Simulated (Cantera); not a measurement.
Cantera run, input and output.

```python
import numpy as np
import cantera as ct

gas = ct.Solution("gri30.yaml")
gas.TPX = 1450, 320, {'H2': 0.048, 'O2': 1, 'H2O': 0.036}
reactor = ct.IdealGasConstPressureReactor(gas, energy="off", clone=False)
net = ct.ReactorNet([reactor])
net.rtol, net.atol = 1e-08, 1e-18
show = ['H2', 'O2', 'OH', 'HO2', 'H2O', 'H2O2', 'H']
times = np.geomspace(2e-06, 1, 13)

steps = ct.SolutionArray(gas, extra=["t"])
rows = []
print(f"{'t/s':>10s}{'T/K':>9s}{'P/Pa':>11s}" + "".join(f"{s:>11s}" for s in show))
for t in times:
    while net.time < t:
        t_next = net.step()
        steps.append(gas.state, t=t_next)
    rows.append([np.interp(t, steps.t, y) for y in (steps.T, steps.P, *steps(*show).X.T)])
    print(f"{t:10.3e}{rows[-1][0]:9.1f}{rows[-1][1]:11.4g}" + "".join(f"{x:11.3e}" for x in rows[-1][2:]))
rate = np.gradient(steps.T, steps.t)
print("integrator steps:", len(steps.t))
if steps.T.max() > steps.T[0] + 200:
    print(f"time of steepest temperature rise: {steps.t[rate.argmax()]:.4e} s")
gas.TPX = 1450, 320, {'H2': 0.048, 'O2': 1, 'H2O': 0.036}
gas.equilibrate("TP")
print(f"equilibrium (TP): T = {gas.T:.1f} K  " + "  ".join(f"{s} {gas[s].X[0]:.3e}" for s in show))
```

It prints:

```
       t/s      T/K       P/Pa         H2         O2         OH        HO2        H2O       H2O2          H
 2.000e-06   1450.0        320  4.428e-02  9.225e-01  2.715e-11  9.096e-10  3.321e-02  6.313e-15  8.825e-10
 5.970e-06   1450.0        320  4.428e-02  9.225e-01  1.484e-10  2.715e-09  3.321e-02  5.587e-14  2.568e-09
 1.782e-05   1450.0        320  4.428e-02  9.225e-01  9.987e-10  8.103e-09  3.321e-02  4.977e-13  7.125e-09
 5.318e-05   1450.0        320  4.428e-02  9.225e-01  6.934e-09  2.418e-08  3.321e-02  4.404e-12  1.772e-08
 1.587e-04   1450.0        320  4.428e-02  9.225e-01  4.227e-08  7.213e-08  3.321e-02  3.859e-11  3.937e-08
 4.738e-04   1450.0        320  4.428e-02  9.225e-01  2.645e-07  2.149e-07  3.321e-02  3.278e-10  1.298e-07
 1.414e-03   1450.0        320  4.427e-02  9.225e-01  5.719e-06  6.370e-07  3.322e-02  2.546e-09  2.327e-06
 4.221e-03   1450.0        320  2.285e-02  9.049e-01  7.913e-03  5.219e-07  4.878e-02  1.616e-08  3.807e-03
 1.260e-02   1450.0        320  1.158e-03  8.850e-01  7.655e-03  5.096e-07  6.988e-02  1.497e-08  5.285e-03
 3.761e-02   1450.0        320  1.136e-03  8.857e-01  7.586e-03  5.066e-07  7.005e-02  1.490e-08  5.127e-03
 1.122e-01   1450.0        320  1.074e-03  8.877e-01  7.386e-03  4.974e-07  7.053e-02  1.467e-08  4.688e-03
 3.350e-01   1450.0        320  9.133e-04  8.928e-01  6.829e-03  4.699e-07  7.177e-02  1.399e-08  3.621e-03
 1.000e+00   1450.0        320  5.865e-04  9.028e-01  5.503e-03  3.927e-07  7.416e-02  1.201e-08  1.814e-03
integrator steps: 557
equilibrium (TP): T = 1450.0 K  H2 1.390e-06  O2 9.206e-01  OH 2.707e-04  HO2 8.599e-08  H2O 7.910e-02  H2O2 6.614e-10  H 1.984e-07
```

Cantera simulation using GRI-Mech 3.0 (53 species, 325 reactions); the numbers are that mechanism's predictions, not measurements. Radical loss at walls, strong at low pressure, is not modelled. The temperature is held fixed by assumption; the heat of reaction is taken as removed at once.
